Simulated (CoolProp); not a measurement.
Vapour-liquid equilibrium of hydrogen sulfide (1) + n-pentane (2) at 73.35 °C; x and y are mole fractions of (1).

Model: multi-fluid Helmholtz-energy mixture model, Lemmon 2006 and Thol 2019; pair parameters Kunz 2012, in CoolProp.

```
x     bubble pressure, mixture model (MPa)  bubble pressure, Raoult's law (MPa)  y, mixture model  y, Raoult's law
----  ------------------------------------  -----------------------------------  ----------------  ---------------
0.05                                   ___                               0.5757             0.412            0.488
0.15                                   ___                                1.107             0.705            0.762
0.25                                 1.605                                1.638             0.808            0.858
0.35                                 2.136                                2.170             0.857            0.907
0.45                                   ___                                2.701               ___            0.937
0.55                                   ___                                3.232               ___            0.957
0.65                                   ___                                3.764             0.923            0.971
0.75                                 3.990                                4.295             0.941            0.982
0.85                                 4.555                                4.826             0.962            0.990
0.95                                 5.237                                5.357             0.986            0.997
```

Problem. Some entries are withheld; supply them.

Solution. 
- 0.05, bubble pressure, mixture model (MPa): 0.5313
- 0.15, bubble pressure, mixture model (MPa): 1.050
- 0.45, bubble pressure, mixture model (MPa): 2.619
- 0.45, y, mixture model: 0.886
- 0.55, bubble pressure, mixture model (MPa): 3.066
- 0.55, y, mixture model: 0.906
- 0.65, bubble pressure, mixture model (MPa): 3.508

The largest gap from Raoult's law is -7.7 % in bubble pressure, at x = 0.05. No azeotrope shows between x = 0.05 and 0.95.

Pair parameters are fitted to limited data, so mixtures are less certain than the pure fluids.
